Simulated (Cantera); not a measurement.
Charge: 1 mol Cu2O, 2.5 mol C, 0.16 mol N2, held at 1275 K and 101000 Pa.

These are equilibrium values from Cantera (NASA tables, ideal gas, pure condensed phases), not measurements of a reactor. Candidate condensed phases: C, Cu, CuO, Cu2O; 27 gas species. Kinetics and transport are ignored.

Base state: CO 0.856, N2 0.139, CO2 0.00521 (mole fractions); condensed: C(graphite) + Cu(s).

Task: What changes in the equilibrium state with this change: Cu2O replaced by PbO?

Result: 
```tsv
species	before	after
CO	0.856	0.855
N2	0.139	0.138
CO2	0.00521	0.00519
Pb	0	0.00186
C(graphite), mol	1.51	1.51
Cu(s), mol	2.00	0
Pb(l), mol	0	0.998
```
Further candidate phases: Pb, PbO, PbO2, Pb3O4.
